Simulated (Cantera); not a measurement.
Feed: 1 mol CH₃SiCl₃, 1.9 mol HCl, 420 mol H₂, 0.0001 mol CH₄, held at 10.0 mbar.

Method: chemical equilibrium by Gibbs-energy minimisation in Cantera with the NASA 1993 tables (ideal gas, pure condensed phases). Candidate condensed phases: C, C₆H₆, C₇H₈, C₈H₁₈, Si, SiC; 109 gas species. The feed counts by its element totals alone. The tables' values for SiCl are old estimates; treat these amounts as uncertain. Gases not in the tables: Si₂H₆ and higher silanes. The numbers say what is thermodynamically allowed, not how fast it happens.

x: gas mole fraction; n: condensed amount in mol.

| T (°C) | x H₂ | x H | x HCl | x Si | x C₂H₂ (acetylene) | x Cl | n SiC(s) |
|---|---|---|---|---|---|---|---|
| 1127 | 0.988 | 4.84e-5 | 0.0115 | 1.85e-9 | 1.13e-7 | 4.64e-7 | 0.996 |
| 1227 | 0.988 | 0.000175 | 0.0115 | 2.37e-8 | 9.36e-7 | 1.64e-6 | 0.996 |
| 1327 | 0.988 | 0.000540 | 0.0115 | 2.73e-7 | 3.84e-6 | 4.97e-6 | 0.994 |
| 1427 | 0.987 | 0.00146 | 0.0115 | 2.73e-6 | 9.83e-6 | 1.32e-5 | 0.990 |
| 1527 | 0.985 | 0.00355 | 0.0114 | 2.02e-5 | 2.49e-5 | 3.16e-5 | 0.978 |
| 1627 | 0.980 | (withheld) | 0.0114 | (withheld) | (withheld) | (withheld) | 0.933 |
| 1727 | 0.972 | (withheld) | 0.0112 | (withheld) | (withheld) | (withheld) | (withheld) |
| 1827 | 0.956 | 0.0305 | 0.0110 | 0.00139 | 0.000772 | 0.000258 | 0.262 |
| 1927 | 0.931 | 0.0543 | 0.0107 | 0.00198 | 0.00103 | 0.000454 | 0 |
| 2027 | 0.894 | 0.0915 | 0.0102 | 0.00203 | 0.00103 | 0.000751 | 0 |

Task: Some entries are withheld; supply them.

Result: 
- 1727, x H: 0.0160
- 1727, x Si: 0.000414
- 1727, x C₂H₂ (acetylene): 0.000249
- 1727, x Cl: 0.000138
- 1727, n SiC(s): 0.776
- 1627, x H: 0.00786
- 1627, x Si: 0.000104
- 1627, x C₂H₂ (acetylene): 7.59e-5
- 1627, x Cl: 6.87e-5
